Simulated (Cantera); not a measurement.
An adiabatic, constant-volume homogeneous reactor starts with 8.82 % CH3OH, 19.1 % O2, 72.0 % N2, equivalence ratio 0.69, at 1250 K and 1.00 atm.

Cantera simulation using GRI-Mech 3.0 (53 species, 325 reactions); the numbers are that mechanism's predictions, not measurements. GRI-Mech 3.0 was tuned for natural gas; its chemistry of methanol as a main component is partial and can be far from experiment.

### Question
Predict: time of steepest temperature rise; temperature at 0.900 s; equilibrium temperature; x(O2) at 0.900 s; x(NO) at 0.900 s; x(H2O) at 0.900 s; x(H2O2) at 0.900 s.

### Answer
```
Item                                                                Result
---------------------------------  ---------------------------------------
time of steepest temperature rise                                  4.56 ms
temperature at 0.900 s                                              2669 K
equilibrium temperature                                             2669 K
x(O2) at 0.900 s                     0.0533 (gas-phase equilibrium 0.0533)
x(NO) at 0.900 s                     0.0142 (gas-phase equilibrium 0.0142)
x(H2O) at 0.900 s                      0.150 (gas-phase equilibrium 0.150)
x(H2O2) at 0.900 s                 5.23e-7 (gas-phase equilibrium 5.23e-7)
```
